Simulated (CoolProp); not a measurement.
Vapour-liquid equilibrium of R143a (1) + fluoroethane (R161) (2) at 4.49 kPa; x and y are mole fractions of (1).

Computed with CoolProp (multi-fluid Helmholtz-energy mixture model, Lemmon and Jacobsen 2000 and Wu 2012; pair parameters Bell 2016).

```json
[
 {"x": "0.05", "bubble temperature (K)": "183.9", "y at the bubble point": "0.101", "dew temperature at overall composition x (K)": "184.2", "liquid density (mol/L)": "18.26"},
 {"x": "0.15", "bubble temperature (K)": "182.7", "y at the bubble point": "0.268", "dew temperature at overall composition x (K)": "183.5", "liquid density (mol/L)": "17.92"},
 {"x": "0.25", "bubble temperature (K)": "181.7", "y at the bubble point": "___", "dew temperature at overall composition x (K)": "182.8", "liquid density (mol/L)": "17.58"},
 {"x": "0.35", "bubble temperature (K)": "___", "y at the bubble point": "0.515", "dew temperature at overall composition x (K)": "___", "liquid density (mol/L)": "17.25"},
 {"x": "0.45", "bubble temperature (K)": "180.0", "y at the bubble point": "0.612", "dew temperature at overall composition x (K)": "181.3", "liquid density (mol/L)": "16.94"},
 {"x": "0.55", "bubble temperature (K)": "179.3", "y at the bubble point": "___", "dew temperature at overall composition x (K)": "180.5", "liquid density (mol/L)": "16.63"},
 {"x": "0.65", "bubble temperature (K)": "178.6", "y at the bubble point": "0.775", "dew temperature at overall composition x (K)": "179.7", "liquid density (mol/L)": "16.34"},
 {"x": "0.75", "bubble temperature (K)": "178.0", "y at the bubble point": "0.845", "dew temperature at overall composition x (K)": "___", "liquid density (mol/L)": "___"},
 {"x": "0.85", "bubble temperature (K)": "___", "y at the bubble point": "0.910", "dew temperature at overall composition x (K)": "178.0", "liquid density (mol/L)": "15.78"},
 {"x": "0.95", "bubble temperature (K)": "176.9", "y at the bubble point": "0.971", "dew temperature at overall composition x (K)": "177.1", "liquid density (mol/L)": "15.52"}
]
```

Q: Some entries are withheld; supply them.

A: 
- 0.25, y at the bubble point: 0.403
- 0.35, bubble temperature (K): 180.8
- 0.35, dew temperature at overall composition x (K): 182.1
- 0.55, y at the bubble point: 0.698
- 0.75, dew temperature at overall composition x (K): 178.8
- 0.75, liquid density (mol/L): 16.05
- 0.85, bubble temperature (K): 177.4

No azeotrope shows between x = 0.05 and 0.95.

Pair parameters are fitted to limited data, so mixtures are less certain than the pure fluids.
